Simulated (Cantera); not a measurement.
What does this Cantera script print?

```python
import numpy as np
import cantera as ct

gas = ct.Solution("h2o2.yaml")
gas.TPX = 1275, 370, {'H2': 0.38, 'O2': 1, 'H2O': 0.008}
reactor = ct.IdealGasConstPressureReactor(gas, energy="off", clone=False)
net = ct.ReactorNet([reactor])
net.rtol, net.atol = 1e-08, 1e-18
show = ['H2', 'O2', 'H', 'O', 'H2O']
times = np.geomspace(8e-05, 4, 10)

steps = ct.SolutionArray(gas, extra=["t"])
rows = []
print(f"{'t/s':>10s}{'T/K':>9s}{'P/Pa':>11s}" + "".join(f"{s:>11s}" for s in show))
for t in times:
    while net.time < t:
        t_next = net.step()
        steps.append(gas.state, t=t_next)
    rows.append([np.interp(t, steps.t, y) for y in (steps.T, steps.P, *steps(*show).X.T)])
    print(f"{t:10.3e}{rows[-1][0]:9.1f}{rows[-1][1]:11.4g}" + "".join(f"{x:11.3e}" for x in rows[-1][2:]))
rate = np.gradient(steps.T, steps.t)
print("integrator steps:", len(steps.t))
if steps.T.max() > steps.T[0] + 200:
    print(f"time of steepest temperature rise: {steps.t[rate.argmax()]:.4e} s")
gas.TPX = 1275, 370, {'H2': 0.38, 'O2': 1, 'H2O': 0.008}
gas.equilibrate("TP")
print(f"equilibrium (TP): T = {gas.T:.1f} K  " + "  ".join(f"{s} {gas[s].X[0]:.3e}" for s in show))
```

Result:

```
       t/s      T/K       P/Pa         H2         O2          H          O        H2O
 8.000e-05   1275.0        370  2.738e-01  7.205e-01  1.411e-08  3.077e-09  5.764e-03
 2.662e-04   1275.0        370  2.738e-01  7.205e-01  7.100e-08  3.001e-08  5.764e-03
 8.857e-04   1275.0        370  2.738e-01  7.205e-01  2.887e-06  1.431e-06  5.768e-03
 2.947e-03   1275.0        370  1.012e-01  6.275e-01  7.941e-02  4.394e-02  1.295e-01
 9.807e-03   1275.0        370  1.623e-02  5.722e-01  9.910e-02  8.926e-02  2.083e-01
 3.263e-02   1275.0        370  1.495e-02  5.857e-01  8.239e-02  7.822e-02  2.242e-01
 1.086e-01   1275.0        370  1.044e-02  6.209e-01  4.177e-02  4.890e-02  2.655e-01
 3.613e-01   1275.0        370  2.566e-03  6.636e-01  4.465e-03  1.093e-02  3.121e-01
 1.202e+00   1275.0        370  2.092e-04  6.746e-01  1.014e-04  8.776e-04  3.223e-01
 4.000e+00   1275.0        370  2.207e-05  6.758e-01  3.485e-06  9.277e-05  3.235e-01
integrator steps: 1495
equilibrium (TP): T = 1275.0 K  H2 3.598e-07  O2 6.761e-01  H 7.318e-09  O 1.519e-06  H2O 3.238e-01
```

Computed with Cantera and the H2/O2 subset of GRI-Mech 3.0, which has no nitrogen chemistry. Radical loss at walls, strong at low pressure, is not modelled. The temperature is held fixed by assumption; the heat of reaction is taken as removed at once.
